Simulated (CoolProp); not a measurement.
Aqueous sodium chloride as a coolant, 18 % by mass, freezing at -14.1 °C, 1 atm.

Values from CoolProp's Melinder's fits for secondary coolants.

```csv
T (°C),viscosity (mPa s),density (kg/m³),cp (kJ/(kg K)),conductivity (W/(m K))
-6.2,3.13,1143,3.422,0.540
-2.5,2.75,1141,3.430,0.546
1.3,2.43,1140,3.437,0.552
5.1,2.16,1138,3.444,0.557
8.9,1.93,1137,3.450,0.563
12.7,1.74,1135,3.456,0.569
16.5,1.57,1133,3.461,0.575
20.3,1.43,1132,3.465,0.581
24.1,1.32,1130,3.469,0.587
27.8,1.22,1128,3.472,0.593
31.6,1.13,1126,3.474,0.599
35.4,1.06,1125,3.476,0.605
```
